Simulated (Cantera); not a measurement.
# Catalytic combustion on Pt

An isothermal plug-flow reactor at 1075 K and 0.670 bar (inlet), inlet velocity 1.2 m/s, active area per volume 130 1/m; feed 0.267 % CH4, 3.03 % O2, 95.8 % N2, 0.897 % H2O, equivalence ratio 0.18.

Detailed kinetics in Cantera: Deutschmann's 1995 Pt surface mechanism with GRI-Mech 3.0 gas chemistry. Catalytic surfaces can have several steady states; this one follows from the mechanism file's or the stated starting coverage. Mass transfer to the wall is taken as infinitely fast.

```
z (m)      x CH4    x O2    x H2O     x CO2     x CO  θ free Pt   θ O*    θ OH*
-------  -------  ------  -------  --------  -------  ---------  -----  -------
0.00011  0.00266  0.0303  0.00899   9.30e-6  1.11e-6      0.382  0.616  0.00133
0.00021  0.00265  0.0303  0.00901   1.81e-5  1.68e-6      0.382  0.616  0.00133
0.0004   0.00263  0.0302  0.00905   3.55e-5  2.19e-6      0.383  0.616  0.00134
0.00077  0.00259  0.0302  0.00912   6.96e-5  2.43e-6      0.383  0.616  0.00134
0.0015   0.00253  0.0300  0.00925  0.000136  2.41e-6      0.383  0.616  0.00135
0.0029   0.00240  0.0298  0.00950  0.000259  2.29e-6      0.383  0.615  0.00137
0.0056   0.00218  0.0294  0.00994  0.000481  2.08e-6      0.384  0.615  0.00140
0.011    0.00178  0.0286   0.0107  0.000866  1.72e-6      0.385  0.613  0.00145
```
x: gas mole fraction; θ: surface coverage.
